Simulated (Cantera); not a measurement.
**Ignition delay**

Mixture: 5.17 % CH₄, 19.9 % O₂, 74.9 % N₂, equivalence ratio 0.52, at 36.5 atm, adiabatic and at constant volume. Ignition delay is the time to a rise of 400 K.

Computed with Cantera and GRI-Mech 3.0 (53 species, 325 reactions). The pressure lies above the range GRI-Mech 3.0 was tuned for (to about 10 atm).

```tsv
T0 (K)	delay (ms)
1175	1.29
1275	0.385
1375	0.136
1475	0.0548
1575	0.0241
1675	0.0115
1775	0.00581
1875	0.00313
1975	0.00179
2075	0.00108
```

```
Item                                                     Value
--------------------------------------------------  ----------
apparent activation energy between 1875 and 2075 K  170 kJ/mol
```
